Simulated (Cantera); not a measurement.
An isothermal, constant-pressure homogeneous reactor starts with CH₂O : O₂ : N₂ = 0.0031 : 0.0041 : 1 (molar parts), at 1525 K and 750 Torr.

Cantera simulation using GRI-Mech 3.0 (53 species, 325 reactions); the numbers are that mechanism's predictions, not measurements.

Predict: x(O₂) at 100 s; x(OH) at 100 s; x(CO) at 100 s; x(NO) at 100 s.

x(O₂) at 100 s: 0.000990 (gas-phase equilibrium 0.000940)
x(OH) at 100 s: 4.47e-6 (gas-phase equilibrium 4.41e-6)
x(CO) at 100 s: 6.96e-7 (gas-phase equilibrium 7.15e-7)
x(NO) at 100 s: 5.20e-6 (gas-phase equilibrium 0.000104)
